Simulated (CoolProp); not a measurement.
Properties of R407C along the isobar 6410 kPa.

Computed with CoolProp (reference Helmholtz-energy equation of state, Lemmon 2003). It is a pseudo-pure fit of the blend.

```tsv
T (K)	phase	cp (kJ/(kg K))	speed of sound (m/s)	isothermal compressibility (1/MPa)	expansivity (1/kK)	viscosity (µPa s)	Prandtl number
211.9	liquid	1.281	925.6	0.001246	1.957	477	4.81
231.7	liquid	1.300	830.6	0.001612	2.104	374	4.14
251.5	liquid	1.330	739.9	0.002133	2.310	293	3.61
271.4	liquid	1.371	650.8	0.002925	2.605	231	3.18
291.2	liquid	1.429	562.5	0.004216	3.045	182	2.85
311.1	liquid	1.515	472.3	0.006603	3.766	145	2.63
330.9	liquid	1.655	378.7	0.01186	5.107	114	2.53
350.7	liquid	1.964	276.2	0.02885	8.521	87.2	2.63
370.6	supercritical	3.600	155.2	0.2087	30.73	53.6	3.87
390.4	supercritical	2.448	140.6	0.3482	20.40	28.6	2.09
410.2	supercritical	1.685	159.4	0.2537	10.16	25.3	1.37
```

The peak of cp marks the crossing from liquid-like to gas-like fluid above the critical point.

Viscosity comes from a separate model (Geller 2000). Thermal conductivity comes from a separate model (Geller 2001).
